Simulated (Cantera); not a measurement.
Charge: 1 mol SiC, 0.42 mol CO2, 120 mol H2, held at 1725 K and 1.00 Torr.

Method: chemical equilibrium by Gibbs-energy minimisation in Cantera with the NASA 1993 tables (ideal gas, pure condensed phases). Candidate condensed phases: C, C6H6, C7H8, C8H18, H2O, Si, SiC, SiO2; 123 gas species. Kinetics and transport are ignored.

Base state: H2 0.988, CO 0.00526, H 0.00506, SiO 0.00168, Si 0.000109 (mole fractions); condensed: SiC(s).

Problem. What changes in the equilibrium state with this change: temperature from 1725 K to 2023 K?

Solution. 
| species | before | after |
|---|---|---|
| H2 | 0.988 | 0.938 |
| H | 0.00506 | 0.0504 |
| CO | 0.00526 | 0.00661 |
| Si | 0.000109 | 0.00374 |
| SiC2 | 1.39e-8 | 7.98e-5 |
| C2H2 (acetylene) | 1.27e-6 | 0.000389 |
| Si2C | 7.60e-7 | 0.000113 |
| SiC(s), mol | 0.783 | 0.467 |

Problem. What changes in the equilibrium state with this change: CO2 from 0.42 to 0.14 mol?

Solution. 
```tsv
species	before	after
H2	0.988	0.992
H	0.00506	0.00507
CO	0.00526	0.00180
SiO	0.00168	0.000526
Si	0.000109	0.000104
SiC(s), mol	0.783	0.923
```
